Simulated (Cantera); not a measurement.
Charge: 1 mol BaF2, 0.88 mol HF, 0.13 mol H2, equilibrated at 133 Pa.

Method: chemical equilibrium by Gibbs-energy minimisation in Cantera with the NASA 1993 tables (ideal gas, pure condensed phases). Candidate condensed phases: Ba, BaF2; 14 gas species. The numbers say what is thermodynamically allowed, not how fast it happens.

x: gas mole fraction; n: condensed amount in mol.

| T (K) | x HF | x BaF2 | x H2 | x H | n BaF2(s) |
|---|---|---|---|---|---|
| 725 | 0.871 | <1e-12 | 0.129 | <1e-12 | 1.00 |
| 825 | 0.871 | <1e-12 | 0.129 | 7.79e-11 | 1.00 |
| 925 | 0.871 | ___ | 0.129 | ___ | 1.00 |
| 1025 | 0.871 | 2.21e-8 | 0.129 | 4.28e-8 | 1.00 |
| 1125 | 0.871 | ___ | 0.129 | ___ | 1.000 |
| 1225 | 0.871 | 3.26e-5 | 0.129 | 3.06e-6 | 1.000 |
| 1325 | 0.871 | 0.000508 | 0.129 | 1.61e-5 | 0.999 |
| 1425 | 0.867 | 0.00515 | 0.128 | 6.68e-5 | 0.995 |
| 1525 | 0.839 | 0.0370 | 0.124 | 0.000228 | 0.961 |
| 1625 | 0.695 | 0.202 | 0.102 | 0.000618 | 0.744 |
| 1725 | 0.439 | 0.496 | 0.0633 | 0.00128 | 0 |
| 1825 | 0.439 | 0.493 | 0.0617 | 0.00300 | 0 |

### Question
Some entries are withheld; supply them.

### Answer

- 1125, x BaF2: 1.21e-6
- 1125, x H: 4.37e-7
- 925, x BaF2: 1.62e-10
- 925, x H: 2.56e-9
